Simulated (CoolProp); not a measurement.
Saturation properties of methane.

Computed with CoolProp (reference Helmholtz-energy equation of state, Setzmann 1991).

```csv
T (°C),p (MPa),liquid density (kg/m³),vapour Z,surface tension (mN/m),liquid viscosity (µPa s)
-146.95,0.2904,400.2,0.9248,10.1,87.1
-144.25,0.3437,395.8,0.9156,9.61,82.8
-141.55,0.4039,391.4,0.9057,9.11,78.9
-138.85,0.4715,386.8,0.8951,8.60,75.2
-136.15,0.5472,382.2,0.8838,8.11,71.7
-133.45,0.6313,377.4,0.8719,7.62,68.5
-130.75,0.7245,372.5,0.8592,7.13,65.3
-128.05,0.8272,367.5,0.8457,6.65,62.4
-125.35,0.9401,362.3,0.8315,6.17,59.6
-122.65,1.064,356.9,0.8165,5.70,56.9
-119.95,1.199,351.3,0.8006,5.23,54.3
-117.25,1.345,345.6,0.7838,4.78,51.8
```

It boils at -161.5 °C under 1 atm.

Viscosity comes from a separate model (Quiñones-Cisneros 2006). Surface tension comes from a separate correlation (Mulero 2012).
